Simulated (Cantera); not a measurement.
Feed: 1 mol SiCl₄, 4.1 mol NH₃, at 0.600 Torr.

Cantera equilibrium calculation (NASA polynomials, part measured and part estimated; ideal gas, pure solids and liquids). Candidate condensed phases: NH₄Cl, Si, Si₃N₄; 28 gas species. Rates play no part.

Over these rows the condensed part is Si₃N₄(s). Partial pressures as log10 of bar:

| T (K) | 1000/T (1/K) | log p SiCl₄ | log p H₂ | log p HCl | log p N₂ |
|---|---|---|---|---|---|
| 1048 | 0.9542 | -5.16 | -3.44 | -3.51 | -3.92 |
| 1123 | 0.8905 | -5.24 | -3.44 | -3.51 | -3.92 |
| 1198 | 0.8347 | -5.35 | -3.44 | -3.51 | -3.92 |
| 1273 | 0.7855 | ? | -3.44 | -3.53 | -3.90 |
| 1348 | 0.7418 | -5.87 | -3.43 | -3.59 | -3.87 |
| 1423 | 0.7027 | -6.39 | -3.41 | -3.69 | -3.83 |

Question: Fit log p(SiCl₄) = a + b·(1000/T) to the five rows, give the apparent enthalpy, and predict the row at 1273 K.

Answer: Means: 1000/T = 0.8248, log p = -5.602. Sxy = 0.201932, Sxx = 0.0429563, so b = 4.70 and a = -5.602 − (4.70)×0.8248 = -9.48.
Apparent enthalpy: −19.145 × (4.70) = -90 kJ/mol. With the condensed phases at unit activity, 1/3 Si₃N₄(s) + 4 HCl(g) = SiCl₄(g) + 2 H₂(g) + 2/3 N₂(g) links this pressure to the main gases: over the six rows their terms move log p by -0.84 in all, so the slope isn't that reaction's ΔH° alone. The five rows lie within 0.21 of the line; that is curvature, so one enthalpy describes this range poorly.
Prediction at 1273 K: -9.48 + (4.70)×0.7855 = -5.79. The computed value is -5.53, 0.26 from the line.
